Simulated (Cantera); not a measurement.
Source: NASA polynomial tables (part measured, part estimated), evaluated in Cantera. Values are per mole of reaction as written; species without (g) are pure solids or liquids, kept so even where they would boil at 1 bar.

4 CrO3(g) + 3 N(g) = 2 Cr2O3 + 3 NO2(g)

```json
[
 {"T (K)": "300", "ΔH° (kJ)": "-2414.0", "ΔS° (J/K)": "-644.2", "ΔG° (kJ)": "-2220.8", "log10 K": "386.66"},
 {"T (K)": "875", "ΔH° (kJ)": "…", "ΔS° (J/K)": "…", "ΔG° (kJ)": "…", "log10 K": "…"},
 {"T (K)": "975", "ΔH° (kJ)": "-2392.7", "ΔS° (J/K)": "-605.1", "ΔG° (kJ)": "-1802.7", "log10 K": "96.57"},
 {"T (K)": "1075", "ΔH° (kJ)": "-2389.1", "ΔS° (J/K)": "-601.6", "ΔG° (kJ)": "-1742.3", "log10 K": "84.66"},
 {"T (K)": "1175", "ΔH° (kJ)": "-2385.2", "ΔS° (J/K)": "-598.2", "ΔG° (kJ)": "-1682.3", "log10 K": "74.79"},
 {"T (K)": "1275", "ΔH° (kJ)": "-2381.2", "ΔS° (J/K)": "-594.9", "ΔG° (kJ)": "-1622.7", "log10 K": "66.48"},
 {"T (K)": "1375", "ΔH° (kJ)": "-2376.9", "ΔS° (J/K)": "-591.7", "ΔG° (kJ)": "-1563.3", "log10 K": "59.39"},
 {"T (K)": "1475", "ΔH° (kJ)": "-2372.4", "ΔS° (J/K)": "-588.5", "ΔG° (kJ)": "-1504.3", "log10 K": "53.27"},
 {"T (K)": "1575", "ΔH° (kJ)": "-2367.7", "ΔS° (J/K)": "-585.4", "ΔG° (kJ)": "-1445.6", "log10 K": "47.94"},
 {"T (K)": "1675", "ΔH° (kJ)": "…", "ΔS° (J/K)": "…", "ΔG° (kJ)": "…", "log10 K": "…"}
]
```

Question: Some entries are withheld; supply them.

Answer: 
- 875, ΔH° (kJ): -2396.0
- 875, ΔS° (J/K): -608.7
- 875, ΔG° (kJ): -1863.3
- 875, log10 K: 111.23
- 1675, ΔH° (kJ): -2362.7
- 1675, ΔS° (J/K): -582.3
- 1675, ΔG° (kJ): -1387.2
- 1675, log10 K: 43.26
